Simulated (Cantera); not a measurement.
An isothermal, constant-pressure homogeneous reactor starts with CH4 : H2O : H2 = 1 : 2.8 : 0.23 (molar parts), at 2223 K and 2.60 bar. Integrator tolerance rtol = 1e-08.

Computed with Cantera and GRI-Mech 3.0 (53 species, 325 reactions).

Problem. What does this change do: temperature 2223 to 1200 K?

Solution. 
```tsv
quantity	before	after
x(CH4) at 4.00 s	6.67e-9 (gas-phase equilibrium 7.74e-9)	0.247 (gas-phase equilibrium 0.000250)
x(H2O) at 4.00 s	0.283 (gas-phase equilibrium 0.283)	0.694 (gas-phase equilibrium 0.258)
x(H2) at 4.00 s	0.548 (gas-phase equilibrium 0.548)	0.0579 (gas-phase equilibrium 0.576)
x(C2H2) at 4.00 s	2.17e-12 (gas-phase equilibrium 2.51e-12)	5.31e-5 (gas-phase equilibrium 2.04e-11)
x(HO2) at 4.00 s	3.84e-10 (gas-phase equilibrium 3.84e-10)	<1e-12 (gas-phase equilibrium <1e-12)
```
